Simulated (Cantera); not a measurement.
Feed: 1 mol Cr, 0.78 mol N2, at 1850 °C and 0.00133 bar.

Method: chemical equilibrium by Gibbs-energy minimisation in Cantera with the NASA 1993 tables (ideal gas, pure condensed phases). Candidate condensed phases: Cr, CrN, Cr2N; 4 gas species. Kinetics and transport are ignored.

Base state: Cr 0.562, N2 0.438 (mole fractions); condensed: gas only.

What changes in the equilibrium state with this change: Cr replaced by V?


```
species    before    after
---------  ------  -------
N2          0.438    0.990
V               0  0.00996
Cr          0.562        0
V(s), mol       0    0.992
```
Condensed phases not in the tables: V2N, N, O or C dissolved in the metal. Further candidate phases: V, VN.

What changes in the equilibrium state with this change: Cr replaced by Zr?


```json
[
 {"species": "N2", "before": "0.438", "after": "1.00"},
 {"species": "Cr", "before": "0.562", "after": "0"},
 {"species": "ZrN(s), mol", "before": "0", "after": "1.00"}
]
```
ZrN: taken at fixed stoichiometry. Further candidate phases: Zr, ZrN.
